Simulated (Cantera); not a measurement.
Charge: 1 mol acetone, 0.22 mol H₂O, 0.22 mol NH₃, at 0.900 bar.

Method: chemical equilibrium by Gibbs-energy minimisation in Cantera with the NASA 1993 tables (ideal gas, pure condensed phases). Candidate condensed phases: C, C₆H₆, C₇H₈, C₈H₁₈, H₂O; 136 gas species. The feed counts by its element totals alone. Equilibrium is a limit: real reactors are often held back by kinetics, nucleation or transport.

x: gas mole fraction; n: condensed amount in mol.

```csv
T (K),x H₂,x CO,x H,x C₂H₂ (acetylene),x N₂,x HCN,n C(graphite)
2123,0.722,0.250,0.00321,0.00120,0.0210,0.00286,1.75
2223,0.718,0.249,0.00572,0.00208,0.0204,0.00392,1.74
2323,0.713,0.249,(withheld),(withheld),0.0196,(withheld),1.72
2423,0.705,0.248,0.0157,0.00545,0.0187,0.00666,1.69
2523,0.693,0.247,0.0244,0.00826,0.0176,0.00829,1.65
2623,0.678,0.245,(withheld),(withheld),0.0164,(withheld),1.60
2723,0.658,0.243,0.0529,0.0168,0.0151,0.0118,1.54
2823,0.632,0.241,0.0743,0.0227,0.0138,0.0135,1.46
```

Task: What belongs in the gaps?

Result: 
- 2623, x H: 0.0366
- 2623, x C₂H₂ (acetylene): 0.0120
- 2623, x HCN: 0.0100
- 2323, x H: 0.00969
- 2323, x C₂H₂ (acetylene): 0.00345
- 2323, x HCN: 0.00519
